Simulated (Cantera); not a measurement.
# Catalytic combustion on Pt

An isothermal plug-flow reactor at 625 K and 100000 Pa (inlet), inlet velocity 0.062 m/s, active area per volume 1100 1/m; feed H2 : O2 : N2 = 0.0048 : 0.038 : 0.79 (molar parts).

Detailed kinetics in Cantera: Deutschmann's 1995 Pt surface mechanism with GRI-Mech 3.0 gas chemistry. Catalytic surfaces can have several steady states; this one follows from the mechanism file's or the stated starting coverage. Mass transfer to the wall is taken as infinitely fast.

```tsv
z (m)	x H2	x O2	x H2O	θ free Pt	θ O*	θ OH*
5.9e-05	0.000719	0.0432	0.00506	0.0281	0.968	0.00416
0.00011	0.000405	0.0431	0.00537	0.0161	0.981	0.00323
0.00022	0.000205	0.0430	0.00557	0.00861	0.989	0.00240
0.00042	0.000103	0.0429	0.00568	0.00506	0.993	0.00185
0.00082	4.37e-5	0.0429	0.00574	0.00333	0.995	0.00151
0.0016	1.31e-5	0.0429	0.00577	0.00261	0.996	0.00134
0.003	2.07e-6	0.0429	0.00578	0.00238	0.996	0.00128
0.0059	5.33e-8	0.0429	0.00578	0.00234	0.996	0.00127
```
x: gas mole fraction; θ: surface coverage.
